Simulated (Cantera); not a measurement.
An isothermal, constant-pressure homogeneous reactor starts with H₂ : O₂ = 0.042 : 1 (molar parts), at 1450 K and 0.00109 atm. Integrator tolerance rtol = 1e-08.

Computed with Cantera and the H2/O2 subset of GRI-Mech 3.0, which has no nitrogen chemistry. Radical loss at walls, strong at low pressure, is not modelled. The temperature is held fixed by assumption; the heat of reaction is taken as removed at once.

### Question
What does this change do: temperature 1450 to 900 K?

### Answer
```csv
quantity,before,after
x(H₂) at 3.00 s,0.000487 (gas-phase equilibrium 1.20e-6),0.000145 (gas-phase equilibrium 4.08e-12)
x(O₂) at 3.00 s,0.929 (gas-phase equilibrium 0.959),0.954 (gas-phase equilibrium 0.959)
x(OH) at 3.00 s,0.00509 (gas-phase equilibrium 0.000257),0.000375 (gas-phase equilibrium 6.77e-8)
x(H₂O) at 3.00 s,0.0360 (gas-phase equilibrium 0.0410),0.0401 (gas-phase equilibrium 0.0411)
x(H₂O₂) at 3.00 s,2.86e-9 (gas-phase equilibrium 2.05e-10),4.41e-9 (gas-phase equilibrium <1e-12)
x(HO₂) at 3.00 s,1.06e-7 (gas-phase equilibrium 4.89e-8),5.61e-7 (gas-phase equilibrium 5.75e-11)
```
Below about 950 K walls govern HO2 and H2O2 in real vessels.

### Question
What does this change do: H2 0.042 to 0.015 parts?

### Answer
```json
[
 {"quantity": "x(H₂) at 3.00 s", "before": "0.000487 (gas-phase equilibrium 1.20e-6)", "after": "7.86e-5 (gas-phase equilibrium 4.29e-7)"},
 {"quantity": "x(O₂) at 3.00 s", "before": "0.929 (gas-phase equilibrium 0.959)", "after": "0.972 (gas-phase equilibrium 0.985)"},
 {"quantity": "x(OH) at 3.00 s", "before": "0.00509 (gas-phase equilibrium 0.000257)", "after": "0.00209 (gas-phase equilibrium 0.000156)"},
 {"quantity": "x(H₂O) at 3.00 s", "before": "0.0360 (gas-phase equilibrium 0.0410)", "after": "0.0134 (gas-phase equilibrium 0.0148)"},
 {"quantity": "x(H₂O₂) at 3.00 s", "before": "2.86e-9 (gas-phase equilibrium 2.05e-10)", "after": "1.02e-9 (gas-phase equilibrium 7.51e-11)"},
 {"quantity": "x(HO₂) at 3.00 s", "before": "1.06e-7 (gas-phase equilibrium 4.89e-8)", "after": "4.22e-8 (gas-phase equilibrium 3.00e-8)"}
]
```
